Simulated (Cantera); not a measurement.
An isothermal, constant-pressure homogeneous reactor starts with 0.990 % CH4, 99.0 % N2, at 1998 K and 100000 Pa.

Detailed kinetics in Cantera: GRI-Mech 3.0 (53 species, 325 reactions). GRI-Mech 3.0 stops at C3 and has no aromatics, soot or wall deposition, so with more carbon than oxygen in the feed, carbon stays in small species such as C2H2 where larger ones or solid carbon would form.

x: mole fraction; the columns are a selection and need not sum to one.

| t (s) | x CH4 | x C2H4 | x H | x C2H | x CH3 | x C2H6 | x C2H2 |
|---|---|---|---|---|---|---|---|
| 3.00e-6 | 0.00988 | 1.22e-9 | 5.64e-6 | <1e-12 | 1.79e-5 | 6.39e-10 | 3.79e-12 |
| 1.70e-5 | 0.00977 | 4.90e-7 | 7.14e-6 | <1e-12 | 0.000125 | 1.18e-7 | 9.95e-9 |
| 9.59e-5 | 0.00902 | 8.77e-5 | 1.85e-5 | … | 0.000657 | 5.46e-6 | 1.32e-5 |
| 0.000542 | 0.00335 | 0.000362 | 0.000115 | … | 0.000656 | 5.57e-6 | 0.00254 |
| 0.00306 | 0.000433 | 6.53e-6 | 0.000168 | … | 0.000100 | 1.24e-7 | 0.00460 |
| 0.0173 | 4.45e-5 | 5.49e-7 | 0.000189 | 1.16e-6 | 1.14e-5 | 1.55e-9 | 0.00482 |
| 0.0979 | 2.12e-6 | 4.78e-7 | 0.000194 | 1.19e-6 | 5.54e-7 | 4.27e-12 | 0.00483 |
| 0.554 | 5.32e-7 | 4.78e-7 | 0.000195 | 1.20e-6 | 1.40e-7 | <1e-12 | 0.00483 |
| 3.13 | 4.91e-7 | 4.77e-7 | 0.000195 | 1.20e-6 | 1.29e-7 | <1e-12 | 0.00482 |
| 17.7 | 5.77e-7 | 4.73e-7 | 0.000195 | 1.19e-6 | 1.52e-7 | <1e-12 | 0.00479 |
| 100 | 8.34e-7 | 4.54e-7 | 0.000195 | 1.14e-6 | 2.20e-7 | 1.13e-12 | 0.00459 |

**Question.** Fill in the missing entries.

**Answer.** 
- 9.59e-5, x C2H: 5.75e-9
- 0.000542, x C2H: 6.25e-7
- 0.00306, x C2H: 1.04e-6
